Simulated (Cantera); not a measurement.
A closed system holds: 1 mol CO₂, 0.43 mol H₂, 2.1 mol H₂O, equilibrated at 13300 Pa.

Method: chemical equilibrium by Gibbs-energy minimisation in Cantera with the NASA 1993 tables (ideal gas, pure condensed phases). Candidate condensed phases: C, C₆H₆, C₇H₈, C₈H₁₈, H₂O; 110 gas species. The numbers say what is thermodynamically allowed, not how fast it happens. All values below are at 1950 °C.

Base state: H₂O 0.657, CO₂ 0.201, CO 0.0795, H₂ 0.0484, OH 0.00756, H 0.00386, O₂ 0.00239, O 0.000419 (mole fractions); condensed: gas only.

Question: What changes in the equilibrium state with this change: pressure from 13300 Pa to 2.00e7 Pa?

Answer: 
```
species    before     after
-------  --------  --------
H₂O         0.657     0.671
CO₂         0.201     0.207
CO         0.0795    0.0760
OH        0.00756  0.000205
H₂         0.0484    0.0459
O        0.000419   3.00e-7
O₂        0.00239   1.85e-6
H         0.00386   9.70e-5
```
The ideal-gas law is rough above about 30 bar.

Question: What changes in the equilibrium state with this change: H₂ from 0.43 to 0.64 mol?

Answer: 
```csv
species,before,after
H₂O,0.657,0.649
CO₂,0.201,0.166
CO,0.0795,0.0999
H₂,0.0484,0.0731
O₂,0.00239,0.00102
O,0.000419,0.000274
OH,0.00756,0.00609
```

Question: What changes in the equilibrium state with this change: 0.21 mol O₂ added?

Answer: 
```tsv
species	before	after
H₂O	0.657	0.671
CO₂	0.201	0.242
CO	0.0795	0.0328
H₂	0.0484	0.0170
O₂	0.00239	0.0202
OH	0.00756	0.0130
O	0.000419	0.00122
H	0.00386	0.00229
```
